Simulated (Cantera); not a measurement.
**Stirred combustor or abatement burner**

A perfectly stirred reactor is fed with 4.56 % C₂H₆, 20.0 % O₂, 74.8 % N₂, 0.639 % CO₂, equivalence ratio 0.80, at 1.68 atm; it is adiabatic with a 725 K inlet, and is followed from long to short residence time, starting on the burning branch (τ in s: 0.22, 0.09, 0.037, 0.015, 0.0063, 0.0026, 0.0011, 0.00044, 0.00018, 7.4e-05, 3e-05, 1.2e-05).

Model: GRI-Mech 3.0 (53 species, 325 reactions), integrated in Cantera.

| τ (s) | T (K) | x C₂H₆ | x O₂ | x CH₂CO | x OH | x HCO |
|---|---|---|---|---|---|---|
| 0.22 | 2302 | 4.24e-8 | 0.0379 | 2.89e-8 | 0.00488 | 4.82e-9 |
| 0.090 | 2302 | 1.02e-7 | 0.0385 | 7.11e-8 | 0.00500 | 1.13e-8 |
| 0.037 | 2299 | 2.42e-7 | 0.0393 | 1.76e-7 | 0.00523 | 2.70e-8 |
| 0.015 | 2291 | 5.77e-7 | 0.0401 | 4.48e-7 | 0.00566 | 6.58e-8 |
| 0.0063 | 2271 | 1.30e-6 | 0.0411 | 1.11e-6 | 0.00634 | 1.55e-7 |
| 0.0026 | 2237 | 2.92e-6 | 0.0425 | 2.71e-6 | 0.00731 | 3.74e-7 |
| 0.0011 | 2190 | 6.24e-6 | 0.0443 | 5.95e-6 | 0.00833 | 8.87e-7 |
| 0.00044 | 2127 | 1.40e-5 | 0.0467 | 1.25e-5 | 0.00920 | 2.24e-6 |
| 0.00018 | 2056 | 3.19e-5 | 0.0498 | 2.46e-5 | 0.00959 | 5.50e-6 |
| 7.4e-5 | 1975 | 7.96e-5 | 0.0545 | 5.01e-5 | 0.00920 | 1.36e-5 |
| 3.0e-5 | 1860 | 0.000299 | 0.0660 | 0.000145 | 0.00668 | 3.60e-5 |
| 1.2e-5 | 725 | 0.0456 | 0.200 | <1e-12 | <1e-12 | <1e-12 |
x: mole fraction; the columns are a selection and need not sum to one.
